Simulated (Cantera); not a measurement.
## CaCO₃ + CO₂ + H₂O (calcination and drying)

A closed system holds: 1 mol CaCO₃, 8.7 mol CO₂, 0.78 mol H₂O, held at 525 °C.

These are equilibrium values from Cantera (NASA tables, ideal gas, pure condensed phases), not measurements of a reactor. Candidate condensed phases: C, C₆H₆, C₇H₈, C₈H₁₈, Ca, CaCO₃, CaO, Ca(OH)₂, H₂O; 115 gas species. Kinetics and transport are ignored.

At 0.000100 bar the condensed part is CaO(s). From 0.00100 bar to 10.0 bar the condensed part is CaCO₃(calcite).

```csv
P (Pa),x CO₂,x H₂O,x CO,x O₂,x H₂,n CaO(s),n CaCO₃(calcite)
10,0.926,0.0744,1.16e-8,7.77e-9,3.99e-9,1.00,0
100,0.918,0.0823,5.30e-9,3.65e-9,2.03e-9,0,1.00
1000,0.918,0.0823,2.46e-9,1.70e-9,9.43e-10,0,1.00
10000,0.918,0.0823,1.14e-9,7.87e-10,4.38e-10,0,1.00
100000,0.918,0.0823,5.34e-10,3.60e-10,2.05e-10,0,1.00
1000000,0.918,0.0823,2.46e-10,1.70e-10,9.42e-11,0,1.00
```
x: gas mole fraction; n: condensed amount in mol.
